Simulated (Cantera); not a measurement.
An isothermal, constant-pressure homogeneous reactor starts with 26.2 % H2, 23.8 % O2, 50.0 % N2, at 975 K and 0.860 bar.

Cantera simulation using GRI-Mech 3.0 (53 species, 325 reactions); the numbers are that mechanism's predictions, not measurements. The temperature is held fixed by assumption; the heat of reaction is taken as removed at once.

x: mole fraction; the columns are a selection and need not sum to one.

| t (s) | x H2 | x O2 | x NO2 | x H2O2 | x O | x OH |
|---|---|---|---|---|---|---|
| 0.000900 | 0.132 | 0.181 | 4.59e-8 | 0.000167 | 1.11e-7 | 8.37e-8 |
| 0.00286 | 0.131 | 0.181 | 5.26e-8 | 0.000228 | 1.25e-7 | 8.70e-8 |
| 0.00911 | 0.130 | 0.180 | 4.88e-8 | 0.000390 | 2.10e-7 | ? |
| 0.0290 | 0.121 | 0.176 | 4.32e-8 | 0.000855 | 4.24e-7 | ? |
| 0.0921 | 0.0840 | 0.160 | 4.65e-8 | 0.000838 | 4.16e-7 | 4.56e-7 |
| 0.293 | 0.0250 | 0.134 | 5.62e-8 | 0.000340 | 3.16e-7 | 4.76e-7 |
| 0.932 | 0.00138 | 0.124 | 6.87e-8 | 1.02e-5 | 4.34e-8 | ? |
| 2.97 | 0.000145 | 0.123 | 7.14e-8 | 2.29e-7 | 1.58e-9 | ? |
| 9.43 | 2.05e-5 | 0.123 | 7.16e-8 | 1.08e-8 | 1.00e-10 | ? |
| 30.0 | 9.52e-7 | 0.123 | 6.90e-8 | 2.75e-10 | 5.04e-12 | ? |

Fill in the missing entries.


- 0.00911, x OH: 1.59e-7
- 0.0290, x OH: 3.88e-7
- 0.932, x OH: 2.05e-7
- 2.97, x OH: 4.44e-8
- 9.43, x OH: 1.61e-8
- 30.0, x OH: 1.15e-8
